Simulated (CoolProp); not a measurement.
Nitrous oxide along the isotherm 316.7 K: density (kg/m³) from the reference equation and from simpler models built on Tc = 309.5 K, pc = 7.245 MPa, ω = 0.161; each cubic takes its own stable root.

Values from CoolProp's reference Helmholtz-energy equation of state, Lemmon 2006. It is a short technical equation, of lower accuracy than the large ones.

```tsv
p (MPa)	phase	reference	ideal gas	van der Waals	Redlich-Kwong	Soave-Redlich-Kwong	Peng-Robinson
1.51	gas	27.14	25.24	26.90	27.12	27.11	27.33
3.02	gas	59.22	50.48	58.09	59.12	59.03	60.07
4.53	gas	99.20	75.72	96.15	98.84	98.55	101.3
6.04	gas	154.5	101.0	147.7	153.3	152.3	158.7
7.55	supercritical	257.4	126.2	248.9	253.8	247.7	262.4
9.06	supercritical	587.6	151.4	453.1	500.6	484.5	526.6
10.6	supercritical	678.2	177.2	500.2	578.4	569.2	625.2
12.1	supercritical	719.4	202.2	528.1	622.4	615.2	678.4
13.6	supercritical	747.8	227.3	548.8	654.6	648.6	716.8
15.1	supercritical	769.9	252.4	565.4	680.6	675.2	747.3
16.6	supercritical	788.2	277.5	579.4	702.4	697.5	772.8
18.1	supercritical	803.9	302.5	591.5	721.3	716.9	794.9
```
